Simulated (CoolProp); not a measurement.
p-xylene at several states: fugacity coefficient from the reference equation and from simpler models built on Tc = 616.2 K, pc = 3.532 MPa, ω = 0.324; each cubic takes its own stable root.

Model: reference Helmholtz-energy equation of state, Zhou 2012, in CoolProp.

| T (K) | p (MPa) | phase | reference |
|---|---|---|---|
| 339 | 8.82 | liquid | 0.001486 |
| 497 | 13.8 | liquid | 0.06574 |
| 407.9 | 0.195 | liquid | 0.4539 |
| 610.1 | 0.201 | gas | 0.9779 |
| 543.6 | 0.919 | gas | 0.8538 |

Task: How far does each simpler model (Redlich-Kwong, Peng-Robinson) lie from the reference over these 5 states: mean and median of the absolute difference, and the worst?

Result: 
- Redlich-Kwong: mean 77.6 %, median 52.6 %, worst +231.2 % at 339 K and 8.82 MPa
- Peng-Robinson: mean 0.8 %, median 0.4 %, worst +2.6 % at 497 K and 13.8 MPa
